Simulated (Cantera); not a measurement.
**Reactions in the system Cr-H-N-O**

Standard-state values (1 bar) from the NASA 1993 polynomials, evaluated with Cantera. Values are per mole of reaction as written; species without (g) are pure solids or liquids, kept so even where they would boil at 1 bar.

3 H2O(g) + 9 O(g) + 2 Cr2N = 4 CrO3(g) + 2 NH3(g)

| T (K) | ΔH° (kJ) | ΔS° (J/K) | ΔG° (kJ) | log10 K |
|---|---|---|---|---|
| 523 | -2553.8 | -757.8 | -2157.5 | 215.48 |
| 723 | -2569.1 | -782.6 | -2003.2 | 144.72 |
| 923 | -2582.2 | -798.7 | -1845.0 | 104.41 |
| 1123 | -2595.5 | -811.7 | -1683.9 | 78.32 |
| 1323 | -2609.9 | -823.5 | -1520.4 | 60.03 |
| 1523 | -2625.8 | -834.6 | -1354.6 | 46.46 |
| 1723 | -2643.3 | -845.4 | -1186.6 | 35.97 |
